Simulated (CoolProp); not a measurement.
Propane at 351.85 K and 4.85 MPa flows at 0.73 m/s in a round tube of 100 mm bore and 45 µm roughness, fully developed (64/Re and Nu = 3.66 if laminar; Colebrook and Gnielinski if turbulent). Each further row changes one setting.

Values from CoolProp's reference Helmholtz-energy equation of state, Lemmon 2009.

```
case               Reynolds number  Darcy friction factor  pressure drop (Pa/m)  heat-transfer coefficient (W/(m² K))  mass flow (kg/h)
-----------------  ---------------  ---------------------  --------------------  ------------------------------------  ----------------
as stated                   512000                 0.0173                  18.6                                  1440              8320
velocity 1.46 m/s          1020000                    ___                   ___                                   ___             16600
diameter 200 mm            1020000                 0.0149                  8.01                                   ___             33300
```

Question: Complete the blanks.

Answer: 
- velocity 1.46 m/s, Darcy friction factor: 0.0168
- velocity 1.46 m/s, pressure drop (Pa/m): 72.3
- velocity 1.46 m/s, heat-transfer coefficient (W/(m² K)): 2810
- diameter 200 mm, heat-transfer coefficient (W/(m² K)): 1270

Viscosity comes from a separate model (Vogel 1998). Thermal conductivity comes from a separate model (Marsh 2002).
